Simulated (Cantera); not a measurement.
Ignition delay

Mixture: 6.20 % CO, 0.515 % H2, 2.98 % CH4, 19.0 % O2, 71.3 % N2, equivalence ratio 0.49, at 9.87 atm, adiabatic and at constant volume. Ignition delay is the time to a rise of 400 K.

Computed with Cantera and GRI-Mech 3.0 (53 species, 325 reactions).

```
T0 (K)  delay (ms)
------  ----------
1250         0.471
1325         0.233
1400         0.123
1475        0.0686
1550        0.0403
1625        0.0248
1700        0.0159
1775        0.0106
```

| Property | Result |
|---|---|
| apparent activation energy between 1625 and 1775 K | 140 kJ/mol |
